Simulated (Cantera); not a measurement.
## Equilibrium for aluminium nitride and oxide growth: AlCl3 + NH3 + N2

A closed system holds: 1 mol AlCl3, 17 mol NH3, 4.7 mol N2, equilibrated at 1325 K.

Cantera equilibrium calculation (NASA polynomials, part measured and part estimated; ideal gas, pure solids and liquids). Candidate condensed phases: Al, AlCl3, AlN, NH4Cl; 20 gas species. The tables' values for AlCl2 are old estimates; treat these amounts as uncertain. Rates play no part.

| P (Pa) | x H2 | x N2 | x HCl | x AlCl | x AlCl3 | x AlCl2 | x H | n AlN(s) |
|---|---|---|---|---|---|---|---|---|
| 10 | 0.611 | 0.326 | 0.0419 | 0.0155 | 0.00432 | 0.00202 | 0.000128 | 0.120 |
| 28 | 0.614 | 0.325 | 0.0473 | 0.00623 | 0.00616 | 0.00153 | 7.66e-5 | 0.444 |
| 77 | 0.616 | 0.324 | 0.0496 | 0.00238 | 0.00711 | 0.00101 | 4.62e-5 | 0.582 |
| 220 | 0.616 | 0.324 | 0.0507 | 0.000849 | 0.00757 | 0.000625 | 2.74e-5 | 0.641 |
| 600 | 0.616 | 0.324 | 0.0511 | 0.000314 | 0.00777 | 0.000385 | 1.66e-5 | 0.664 |
| 1700 | 0.616 | 0.324 | 0.0514 | 0.000111 | 0.00787 | 0.000231 | 9.85e-6 | 0.674 |
| 4600 | 0.617 | 0.324 | 0.0515 | 4.12e-5 | 0.00792 | 0.000141 | 5.99e-6 | 0.678 |
| 13000 | 0.617 | 0.324 | 0.0515 | 1.46e-5 | 0.00795 | 8.41e-5 | 3.56e-6 | 0.680 |
| 36000 | 0.617 | 0.324 | 0.0516 | 5.28e-6 | 0.00797 | 5.06e-5 | 2.14e-6 | 0.681 |
| 100000 | 0.616 | 0.324 | 0.0516 | 1.90e-6 | 0.00798 | 3.04e-5 | 1.28e-6 | 0.682 |
x: gas mole fraction; n: condensed amount in mol.

From 0.0750 Torr to 750 Torr the condensed part is AlN(s). The main Al-bearing gas is AlCl at 0.0750 Torr and AlCl3 at 750 Torr. The share of Al in condensed phases is highest at 750 Torr (68.2 %) and lowest at 0.0750 Torr (12.0 %).
